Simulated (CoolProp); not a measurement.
Saturation properties of trans-2-butene (Tc = 428.6 K, pc = 40.19 bar, ω = 0.210).

Values from CoolProp's reference Helmholtz-energy equation of state, Lemmon 2005. It is a short technical equation, of lower accuracy than the large ones.

| T (K) | p (bar) | liquid density (kg/m³) | liquid cp (kJ/(kg K)) | vapour Z | surface tension (mN/m) |
|---|---|---|---|---|---|
| 302 | 2.639 | 593.9 | 2.349 | 0.9196 | 12.6 |
| 305.2 | 2.908 | 590.0 | 2.366 | 0.9142 | 12.2 |
| 308.3 | 3.188 | 586.2 | 2.382 | 0.9088 | 11.9 |
| 311.5 | 3.498 | 582.2 | 2.400 | 0.9029 | 11.5 |
| 314.6 | 3.819 | 578.3 | 2.417 | 0.8971 | 11.1 |
| 317.8 | 4.174 | 574.2 | 2.436 | 0.8908 | 10.7 |
| 320.9 | 4.541 | 570.1 | 2.454 | 0.8844 | 10.4 |
| 324.1 | 4.944 | 565.9 | 2.474 | 0.8776 | 10.0 |
| 327.2 | 5.359 | 561.8 | 2.494 | 0.8708 | 9.66 |
| 330.4 | 5.815 | 557.5 | 2.516 | 0.8635 | 9.29 |
| 333.5 | 6.284 | 553.2 | 2.537 | 0.8561 | 8.94 |
| 336.7 | 6.797 | 548.7 | 2.560 | 0.8483 | 8.58 |
| 339.9 | 7.340 | 544.2 | 2.584 | 0.8401 | 8.22 |
| 343 | 7.896 | 539.7 | 2.608 | 0.8319 | 7.88 |

It boils at 274.0 K under 1 atm.

Surface tension comes from a separate correlation (Mulero 2014).
